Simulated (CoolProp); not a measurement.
The numbers come from the reference Helmholtz-energy equation of state, Guder 2009 in CoolProp.

Q: For sulfur hexafluoride, give the phase and the cp (kJ/(kg K)), Joule-Thomson coefficient (K/MPa) at 358.8 K and 93.9 kPa; 358.8 K and 4360 kPa.

A: 
- 358.8 K and 93.9 kPa: gas; cp 0.753, Joule-Thomson coefficient 5.64
- 358.8 K and 4360 kPa: supercritical; cp 1.02, Joule-Thomson coefficient 7.44
